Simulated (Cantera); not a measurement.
A Cantera script and what it prints.

```python
import numpy as np
import cantera as ct

gas_names = """
    CL CL2 H HCL H2 N NH NH2 NH3 N2 N2H2 N2H4 Si SiCL SiCL2 SiCL3 SiCL4 SiH SiHCL3 SiH2 SiH2CL2 SiH3
    SiH3CL SiH4 SiN Si2 Si2N Si3
""".split()
cond_names = """
    NH4CL(a) NH4CL(b) Si(cr) Si(L) Si3N4(a)
""".split()


# ... load() reads the species with a 1 bar reference pressure and builds the phases ...
atoms = {
    'Si': {'Si': 1},
    'HCl': {'H': 1, 'CL': 1},
    'N2': {'N': 2},
}
top_T = {'Si3N4(a)': 2400}  # K; cautious upper limits of use, not melting points


# ... equilibrate(T, P, feed) seeds the gas with the atoms and calls Mixture.equilibrate('TP', solver="vcs", rtol=1e-11, max_steps=5000) ...
results = []
T = 1323  # K
P = 10000  # Pa
for m in [1.8, 2.4, 3.1, 4.1, 5.4, 7.2, 9.4, 12, 16]:
    feed = {'Si': 1, 'HCl': m, 'N2': 4.3}  # mol
    mix = equilibrate(T, P, feed)
    results.append((T, P, feed, dict(zip(mix.species_names, mix.species_moles))))

top = {s: max(r[3][s] / sum(r[3][g] for g in gas_names) for r in results) for s in gas_names}
cols = sorted((s for s in top if top[s] > 1e-05), key=lambda s: -top[s])[:6]
seen = [c for c in cond_names if any(r[3].get(c, 0) > 1e-12 for r in results)]
print("log10 of partial pressures in bar; condensed amounts in mol")
print(f"{'n(HCl)':>10s}" + "".join(f"{s[:9]:>10s}" for s in cols + seen))
for T, P, feed, n in results:
    ng = sum(n[g] for g in gas_names)
    print(f"{feed['HCl']:10.4g}" + "".join(f"{np.log10(max(n[s] / ng * P / 1e5, 1e-99)):10.3f}" for s in cols)
          + "".join(f"{n.get(c, 0):10.4g}" for c in seen))
```

It prints:

```
log10 of partial pressures in bar; condensed amounts in mol
    n(HCl)        N2       HCL        H2     SiCL4     SiCL3     SiCL2  Si3N4(a)
       1.8    -1.157    -1.687    -2.192    -2.528    -3.635    -4.004    0.2734
       2.4    -1.196    -1.619    -2.093    -2.428    -3.553    -3.941      0.25
       3.1    -1.236    -1.566    -2.013    -2.347    -3.486    -3.887    0.2218
       4.1    -1.286    -1.515    -1.935    -2.268    -3.418    -3.831    0.1804
       5.4    -1.340    -1.473    -1.867    -2.200    -3.358    -3.779    0.1251
       7.2    -1.401    -1.437    -1.806    -2.138    -3.302    -3.728    0.0467
       9.4    -1.472    -1.365    -1.817    -2.144    -3.386    -3.890         0
        12    -1.552    -1.279    -1.894    -2.213    -3.579    -4.208         0
        16    -1.653    -1.205    -1.991    -2.306    -3.794    -4.545         0
```

Cantera equilibrium calculation (NASA polynomials, part measured and part estimated; ideal gas, pure solids and liquids). N2 is the only nitrogen source here; it is nearly inert below about 1500 K, so the nitride shown seldom forms there in practice. The tables' values for SiCl3 are old estimates; treat these amounts as uncertain.
